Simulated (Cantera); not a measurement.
Moist CO burnout

An isothermal, constant-pressure homogeneous reactor starts with CO : O₂ : H₂O : N₂ = 0.017 : 0.06 : 0.0028 : 1 (molar parts), equivalence ratio 0.14, at 1398 K and 623 Torr.

Computed with Cantera and GRI-Mech 3.0 (53 species, 325 reactions).

```csv
t (s),x CO,x O₂,x H₂O,x OH,x CO₂,x N₂O,x O
5.00e-6,0.0157,0.0556,0.00259,3.03e-11,2.63e-9,<1e-12,2.62e-9
1.98e-5,0.0157,0.0556,0.00259,2.61e-10,1.05e-8,<1e-12,1.03e-8
7.86e-5,0.0157,0.0556,0.00259,3.15e-9,4.50e-8,1.16e-12,4.19e-8
0.000312,0.0157,0.0556,0.00259,5.91e-8,3.83e-7,2.36e-11,3.07e-7
0.00124,0.0155,0.0554,0.00257,3.30e-5,0.000208,1.53e-8,0.000148
0.00490,0.00221,0.0487,0.00245,0.000191,0.0136,9.90e-7,0.000785
0.0194,0.000133,0.0481,0.00259,4.97e-5,0.0157,1.30e-6,4.83e-5
0.0771,7.16e-6,0.0481,0.00261,1.42e-5,0.0159,1.06e-6,3.66e-6
0.306,3.42e-7,0.0481,0.00261,5.24e-6,0.0159,3.06e-7,4.86e-7
1.21,7.78e-8,0.0481,0.00261,3.57e-6,0.0159,2.54e-8,2.25e-7
4.81,7.57e-8,0.0481,0.00261,3.54e-6,0.0159,2.36e-8,2.22e-7
19.1,7.57e-8,0.0481,0.00261,3.54e-6,0.0159,2.36e-8,2.22e-7
75.6,7.57e-8,0.0481,0.00261,3.54e-6,0.0159,2.36e-8,2.22e-7
300,7.57e-8,0.0481,0.00261,3.54e-6,0.0159,2.36e-8,2.22e-7
```
x: mole fraction; the columns are a selection and need not sum to one.

Equilibrium at this temperature and pressure: CO 7.59e-8, O₂ 0.0479, H₂O 0.00261, OH 3.54e-6, CO₂ 0.0159, N₂O 2.36e-8, O 2.22e-7 (gas phase only).
